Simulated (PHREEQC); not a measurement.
Dissolve 0.018 mol/kgw LiOH and 0.132 mol/kgw (CH3)4NCl at 25 °C. Closed to the air; pH follows from the charge balance.

All values are PHREEQC results (ion-association model, phreeqc.dat), not measurements.

Precipitation was switched off in this run.

Problem. Estimate the pH.

Solution. pH 12.12.

(CH3)4N+ isn't in the database: it is added as a free cation with an ion size of 4 Å.
